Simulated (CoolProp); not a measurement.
Ethanol at several states: fugacity coefficient from the reference equation and from simpler models built on Tc = 514.7 K, pc = 6.268 MPa, ω = 0.644; each cubic takes its own stable root.

Computed with CoolProp (reference Helmholtz-energy equation of state, Schroeder 2014).

```csv
T (K),p (MPa),phase,reference
580.4,0.0249,gas,0.9993
208.8,27.2,liquid,3.005e-7
403.5,0.0174,gas,0.9973
219.4,1.32,liquid,1.007e-5
600.1,3.07,gas,0.9314
```

Q: How far does each simpler model (van der Waals, Redlich-Kwong, Soave-Redlich-Kwong, Peng-Robinson) lie from the reference over these 5 states: mean and median of the absolute difference, and the worst?

A: 
- van der Waals: mean 490983.1 %, median 3.2 %, worst +2024525.6 % at 208.8 K and 27.2 MPa
- Redlich-Kwong: mean 4936.5 %, median 3.7 %, worst +15720.3 % at 208.8 K and 27.2 MPa
- Soave-Redlich-Kwong: mean 20.3 %, median 1.4 %, worst -50.2 % at 208.8 K and 27.2 MPa
- Peng-Robinson: mean 12.6 %, median 2.9 %, worst -31.9 % at 208.8 K and 27.2 MPa
